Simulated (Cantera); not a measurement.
## Silicon nitride deposition: SiH2Cl2 + N2 + NH3

Feed: 1 mol SiH2Cl2, 1.7 mol N2, 0.18 mol NH3, at 0.0140 bar.

Method: chemical equilibrium by Gibbs-energy minimisation in Cantera with the NASA 1993 tables (ideal gas, pure condensed phases). Candidate condensed phases: NH4Cl, Si, Si3N4; 28 gas species. The tables' values for SiCl3, SiCl, SiN are old estimates; treat these amounts as uncertain. Gases not in the tables: Si2H6 and higher silanes. Kinetics and transport are ignored.

```
T (°C)   x N2  x HCl   x H2   x SiCl2   x SiCl4   x SiCl3       x H  n Si3N4(s)  n Si(l)
------  -----  -----  -----  --------  --------  --------  --------  ----------  -------
827     0.374  0.379  0.191   4.93e-5    0.0547  0.000440   9.56e-8       0.272        0
902     0.372  0.388  0.186  0.000338    0.0512   0.00133   4.47e-7       0.274        0
977     0.371  0.394  0.182   0.00180    0.0468   0.00343   1.74e-6       0.274        0
1052    0.371  0.393  0.180   0.00759    0.0400   0.00748   5.86e-6       0.270        0
1127    0.373  0.378  0.181    0.0248    0.0287    0.0129   1.75e-5       0.256        0
1202    0.379  0.340  0.190    0.0591    0.0147    0.0160   4.78e-5       0.227        0
1277    0.389  0.282  0.207     0.102   0.00509    0.0137  0.000121       0.186        0
1352    0.400  0.220  0.228     0.140   0.00136   0.00907  0.000285       0.145        0
1427    0.410  0.167  0.248     0.169  0.000338   0.00538  0.000620       0.110        0
1502    0.417  0.125  0.263     0.189   8.45e-5   0.00307   0.00125      0.0828        0
1577    0.440  0.124  0.249     0.180   3.82e-5   0.00216   0.00227           0    0.255
```
x: gas mole fraction; n: condensed amount in mol.

From 827 °C to 1502 °C the condensed part is Si3N4(s). At 1577 °C the condensed part is Si(l). The main Si-bearing gas is SiCl4 at 827 °C and SiCl2 at 1577 °C. The share of Si in condensed phases is highest at 977 °C (82.3 %) and lowest at 1502 °C (24.9 %).
